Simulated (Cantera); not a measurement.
## Silicon carbide growth: CH₃SiCl₃ + H₂ + C₃H₈

A closed system holds: 1 mol CH₃SiCl₃, a varied amount of H₂, 0.017 mol C₃H₈, held at 900 °C and 3100 Pa.

Cantera equilibrium calculation (NASA polynomials, part measured and part estimated; ideal gas, pure solids and liquids). Candidate condensed phases: C, C₆H₆, C₇H₈, C₈H₁₈, Si, SiC; 109 gas species. The feed counts by its element totals alone. The tables' values for SiCl₃ are old estimates; treat these amounts as uncertain. Rates play no part.

From 8.4 mol H₂ to 62 mol H₂ the condensed part is C(graphite) + SiC(s). From 100 mol H₂ to 170 mol H₂ the condensed part is SiC(s). The main Si-bearing gas is SiCl₄ at 8.4 mol H₂ and SiCl₂ at 170 mol H₂. The share of Si in condensed phases is highest at 170 mol H₂ (100.0 %) and lowest at 8.4 mol H₂ (90.6 %).

```json
[
 {"n(H₂) (mol)": "8.4", "x H₂": "0.759", "x HCl": "0.232", "x SiCl₄": "0.00708", "x CH₄": "0.000347", "x SiHCl₃": "0.000540", "x SiCl₃": "0.000407", "x SiCl₂": "0.000230", "n C(graphite)": "0.141", "n SiC(s)": "0.906"},
 {"n(H₂) (mol)": "14", "x H₂": "0.829", "x HCl": "0.168", "x SiCl₄": "0.00165", "x CH₄": "0.000414", "x SiHCl₃": "0.000189", "x SiCl₃": "0.000136", "x SiCl₂": "0.000111", "n C(graphite)": "0.0794", "n SiC(s)": "0.965"},
 {"n(H₂) (mol)": "23", "x H₂": "0.885", "x HCl": "0.114", "x SiCl₄": "0.000299", "x CH₄": "0.000472", "x SiHCl₃": "5.44e-5", "x SiCl₃": "3.79e-5", "x SiCl₂": "4.73e-5", "n C(graphite)": "0.0501", "n SiC(s)": "0.989"},
 {"n(H₂) (mol)": "38", "x H₂": "0.927", "x HCl": "0.0728", "x SiCl₄": "4.60e-5", "x CH₄": "0.000517", "x SiHCl₃": "1.37e-5", "x SiCl₃": "9.31e-6", "x SiCl₂": "1.86e-5", "n C(graphite)": "0.0334", "n SiC(s)": "0.996"},
 {"n(H₂) (mol)": "62", "x H₂": "0.953", "x HCl": "0.0461", "x SiCl₄": "6.98e-6", "x CH₄": "0.000547", "x SiHCl₃": "3.37e-6", "x SiCl₃": "2.26e-6", "x SiCl₂": "7.22e-6", "n C(graphite)": "0.0167", "n SiC(s)": "0.999"},
 {"n(H₂) (mol)": "100", "x H₂": "0.970", "x HCl": "0.0291", "x SiCl₄": "1.21e-6", "x CH₄": "0.000501", "x SiHCl₃": "9.44e-7", "x SiCl₃": "6.29e-7", "x SiCl₂": "3.21e-6", "n C(graphite)": "0", "n SiC(s)": "0.999"},
 {"n(H₂) (mol)": "170", "x H₂": "0.982", "x HCl": "0.0173", "x SiCl₄": "2.57e-7", "x CH₄": "0.000298", "x SiHCl₃": "3.40e-7", "x SiCl₃": "2.25e-7", "x SiCl₂": "1.94e-6", "n C(graphite)": "0", "n SiC(s)": "1.000"}
]
```
x: gas mole fraction; n: condensed amount in mol.
